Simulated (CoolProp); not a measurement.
Values from CoolProp's reference Helmholtz-energy equation of state, Bücker 2006.

Problem. For isobutane, give the phase and the cv (kJ/(kg K)), viscosity (µPa s), conductivity (mW/(m K)) at 92.25 °C and 4.8 bar; 168.45 °C and 4.8 bar; 301.85 °C and 4.8 bar.

Solution. 
- 92.25 °C and 4.8 bar: gas; cv 1.86, viscosity 9.16, conductivity 24.6
- 168.45 °C and 4.8 bar: gas; cv 2.19, viscosity 10.9, conductivity 34.8
- 301.85 °C and 4.8 bar: gas; cv 2.71, viscosity 13.9, conductivity 56.2

Viscosity comes from a separate model (Vogel 2000). Thermal conductivity comes from a separate model (Perkins 2002).
